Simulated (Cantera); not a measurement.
A closed system holds: 1 mol AlN, 0.84 mol HCl, 9.2 mol H2, at 4400 Pa.

Equilibrium computed with Cantera from the NASA thermochemical tables; the gas is ideal and each condensed phase is pure. Candidate condensed phases: Al, AlCl3, AlN, NH4Cl; 20 gas species. The tables' values for AlCl2 are old estimates; treat these amounts as uncertain. Kinetics and transport are ignored.

x: gas mole fraction; n: condensed amount in mol.

```
T (K)   x H2    x AlCl   x HCl     x N2   x AlCl3    n AlN(s)
-----  -----  --------  ------  -------  --------  ----------
1323   0.937  0.000176  0.0407  0.00727    0.0140       0.854
1398   0.937  0.000920  0.0399  0.00776    0.0136       0.844
1473   0.934   0.00380  0.0386  0.00910    0.0121       0.816
1548   0.927    0.0120  0.0359   0.0125   0.00884  (withheld)
1623   0.913    0.0284  0.0297   0.0188   0.00437  (withheld)
1698   0.899    0.0490  0.0196   0.0269   0.00112  (withheld)
1773   0.889    0.0643  0.0101   0.0331  0.000144  (withheld)
```

Task: Complete the blanks.

Result: 
- 1548, n AlN(s): 0.746
- 1623, n AlN(s): 0.610
- 1698, n AlN(s): 0.430
- 1773, n AlN(s): 0.288
